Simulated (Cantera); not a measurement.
Input (Python, Cantera) and output of one run.

```python
import numpy as np
import cantera as ct

gas_names = [...]  # 95 gases of nasa_gas.yaml made of C, F, H
cond_names = """
    C(gr) C6H6(L) C7H8(L) C8H18(L),n-octa
""".split()


# ... load() reads the species with a 1 bar reference pressure and builds the phases ...
atoms = {
    'CH3F': {'C': 1, 'H': 3, 'F': 1},
    'CH4': {'C': 1, 'H': 4},
}
top_T = {'C(gr)': 4500}  # K; cautious upper limits of use, not melting points


# ... equilibrate(T, P, feed) seeds the gas with the atoms and calls Mixture.equilibrate('TP', solver="vcs", rtol=1e-11, max_steps=5000) ...
results = []
feed = {'CH3F': 1, 'CH4': 0.15}  # mol
for P in [1, 4.2, 18, 75, 320, 1300, 5600, 24000, 100000]:
    for T in [1523, 1723, 1923, 2123, 2323, 2523, 2723, 2923, 3123, 3323, 3523]:
        mix = equilibrate(T, P, feed)
        results.append((T, P, feed, dict(zip(mix.species_names, mix.species_moles))))

for T, P, feed, n in results:
    print(f"{T:7g} {P:10.4g}  " + (" + ".join(c for c in cond_names if n.get(c, 0) > 1e-12) or "gas only"))
```

Result:

```
   1523          1  C(gr)
   1723          1  C(gr)
   1923          1  C(gr)
   2123          1  C(gr)
   2323          1  C(gr)
   2523          1  C(gr)
   2723          1  gas only
   2923          1  gas only
   3123          1  gas only
   3323          1  gas only
   3523          1  gas only
   1523        4.2  C(gr)
   1723        4.2  C(gr)
   1923        4.2  C(gr)
   2123        4.2  C(gr)
   2323        4.2  C(gr)
   2523        4.2  C(gr)
   2723        4.2  gas only
   2923        4.2  gas only
   3123        4.2  gas only
   3323        4.2  gas only
   3523        4.2  gas only
   1523         18  C(gr)
   1723         18  C(gr)
   1923         18  C(gr)
   2123         18  C(gr)
   2323         18  C(gr)
   2523         18  C(gr)
   2723         18  C(gr)
   2923         18  gas only
   3123         18  gas only
   3323         18  gas only
   3523         18  gas only
   1523         75  C(gr)
   1723         75  C(gr)
   1923         75  C(gr)
   2123         75  C(gr)
   2323         75  C(gr)
   2523         75  C(gr)
   2723         75  C(gr)
   2923         75  gas only
   3123         75  gas only
   3323         75  gas only
   3523         75  gas only
   1523        320  C(gr)
   1723        320  C(gr)
   1923        320  C(gr)
   2123        320  C(gr)
   2323        320  C(gr)
   2523        320  C(gr)
   2723        320  C(gr)
   2923        320  C(gr)
   3123        320  gas only
   3323        320  gas only
   3523        320  gas only
   1523       1300  C(gr)
   1723       1300  C(gr)
   1923       1300  C(gr)
   2123       1300  C(gr)
   2323       1300  C(gr)
   2523       1300  C(gr)
   2723       1300  C(gr)
   2923       1300  C(gr)
   3123       1300  gas only
   3323       1300  gas only
   3523       1300  gas only
   1523       5600  C(gr)
   1723       5600  C(gr)
   1923       5600  C(gr)
   2123       5600  C(gr)
   2323       5600  C(gr)
   2523       5600  C(gr)
   2723       5600  C(gr)
   2923       5600  C(gr)
   3123       5600  C(gr)
   3323       5600  gas only
   3523       5600  gas only
   1523    2.4e+04  C(gr)
   1723    2.4e+04  C(gr)
   1923    2.4e+04  C(gr)
   2123    2.4e+04  C(gr)
   2323    2.4e+04  C(gr)
   2523    2.4e+04  C(gr)
   2723    2.4e+04  C(gr)
   2923    2.4e+04  C(gr)
   3123    2.4e+04  C(gr)
   3323    2.4e+04  C(gr)
   3523    2.4e+04  gas only
   1523      1e+05  C(gr)
   1723      1e+05  C(gr)
   1923      1e+05  C(gr)
   2123      1e+05  C(gr)
   2323      1e+05  C(gr)
   2523      1e+05  C(gr)
   2723      1e+05  C(gr)
   2923      1e+05  C(gr)
   3123      1e+05  C(gr)
   3323      1e+05  C(gr)
   3523      1e+05  C(gr)
```

Equilibrium computed with Cantera from the NASA thermochemical tables; the gas is ideal and each condensed phase is pure.
